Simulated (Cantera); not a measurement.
A closed system holds: 1 mol C2F6, 0.56 mol HCl, equilibrated at 1625 K and 25.5 Torr.

These are equilibrium values from Cantera (NASA tables, ideal gas, pure condensed phases), not measurements of a reactor. The feed counts by its element totals alone. Gases not in the tables: C2F6 and larger saturated fluorocarbons. The numbers say what is thermodynamically allowed, not how fast it happens.

```
species             before     after
----------------  --------  --------
CF4                  0.577     0.438
HF                   0.223     0.207
Cl                   0.136     0.204
CF2               0.000983     0.104
F                 0.000153    0.0351
Cl2                 0.0391   0.00107
HCl                 0.0159   0.00108
CF                 7.10e-8  0.000288
CCl2F2             7.99e-5   1.34e-6
CF3               0.000195   0.00797
CClF3              0.00770  0.000954
ClF                8.95e-5  0.000326
C(graphite), mol     0.625     0.516
```
Gas species are given as mole fractions.

**Question.** Which change was made?
A. temperature from 1625 K to 2123.15 K
B. temperature from 1625 K to 1000 K
C. HCl from 0.56 to 2.6 mol
D. HCl from 0.56 to 0.35 mol

**Answer.** A, temperature from 1625 K to 2123.15 K
